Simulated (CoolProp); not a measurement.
Vapour-liquid equilibrium of methanol (1) + isohexane (2) at 389.3 K; x and y are mole fractions of (1).

Computed with CoolProp (multi-fluid Helmholtz-energy mixture model, de Reuck 1993 and Lemmon 2006; pair parameters Bell 2016).

```
x     bubble pressure, mixture model (bar)  bubble pressure, Raoult's law (bar)  y, mixture model  y, Raoult's law
----  ------------------------------------  -----------------------------------  ----------------  ---------------
0.05                                 5.499                                4.571             0.187            0.063
0.15                                   [?]                                4.694             0.366            0.184
0.25                                   [?]                                4.818             0.453            0.298
0.35                                 7.817                                4.942             0.503            0.407
0.45                                   [?]                                5.065             0.536            0.510
0.55                                 8.032                                5.189             0.563            0.609
0.65                                 8.004                                5.313             0.591            0.703
0.75                                 7.853                                5.436             0.631            0.793
0.85                                   [?]                                5.560             0.704            0.878
0.95                                 6.509                                5.684               [?]            0.960
```

Task: Some entries are withheld; supply them.

Result: 
- 0.15, bubble pressure, mixture model (bar): 6.773
- 0.25, bubble pressure, mixture model (bar): 7.465
- 0.45, bubble pressure, mixture model (bar): 7.978
- 0.85, bubble pressure, mixture model (bar): 7.441
- 0.95, y, mixture model: 0.856

The largest gap from Raoult's law is +58.2 % in bubble pressure, at x = 0.35. y crosses x between x = 0.55 and 0.65: the model has an azeotrope there.

Pair parameters are fitted to limited data, so mixtures are less certain than the pure fluids. With so large a gap from Raoult's law the liquid may split in two, which this calculation doesn't test in full.
